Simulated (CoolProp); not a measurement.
Vapour-liquid equilibrium of R152A (1) + n-butane (2) at 0.35 MPa; x and y are mole fractions of (1).

Computed with CoolProp (multi-fluid Helmholtz-energy mixture model, Outcalt 1996 and Bücker 2006; pair parameters Bell 2016).

| x | bubble temperature, mixture model (K) | bubble temperature, Raoult's law (K) | y, mixture model | y, Raoult's law |
|---|---|---|---|---|
| 0.05 | 300.8 | 308.0 | ? | 0.113 |
| 0.2 | 287.5 | 301.8 | 0.557 | 0.379 |
| 0.35 | 283.2 | 296.6 | 0.648 | 0.570 |
| 0.5 | ? | 292.2 | 0.697 | 0.712 |
| 0.65 | 280.3 | 288.4 | ? | 0.822 |
| 0.8 | ? | 285.1 | ? | 0.909 |
| 0.95 | 280.4 | 282.2 | ? | 0.980 |

### Question
Some entries are withheld; supply them.

### Answer

- 0.05, y, mixture model: 0.261
- 0.5, bubble temperature, mixture model (K): 281.3
- 0.65, y, mixture model: 0.741
- 0.8, bubble temperature, mixture model (K): 279.7
- 0.8, y, mixture model: 0.806
- 0.95, y, mixture model: 0.930

The largest gap from Raoult's law is -14.3 K in bubble temperature, at x = 0.2. y crosses x between x = 0.8 and 0.95: the model has an azeotrope there.

Pair parameters are fitted to limited data, so mixtures are less certain than the pure fluids. With so large a gap from Raoult's law the liquid may split in two, which this calculation doesn't test in full.
